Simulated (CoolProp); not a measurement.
Computed with CoolProp (reference Helmholtz-energy equation of state, Pan 2012).

Problem. For R236FA, give the phase and the density (kg/m³), expansivity (1/kK), viscosity (µPa s), fugacity coefficient at 55.55 °C and 4.99 MPa; 31.25 °C and 0.212 MPa; 16.35 °C and 12.5 MPa.

Solution. 
- 55.55 °C and 4.99 MPa: liquid; density 1280, expansivity 2.79, viscosity 219, fugacity coefficient 0.140
- 31.25 °C and 0.212 MPa: gas; density 13.6, expansivity 4.19, viscosity 11.1, fugacity coefficient 0.939
- 16.35 °C and 12.5 MPa: liquid; density 1440, expansivity 1.92, viscosity 390, fugacity coefficient 0.0260

Viscosity comes from a separate model (Huber 2003), an estimate that may be off by 10 % or more.
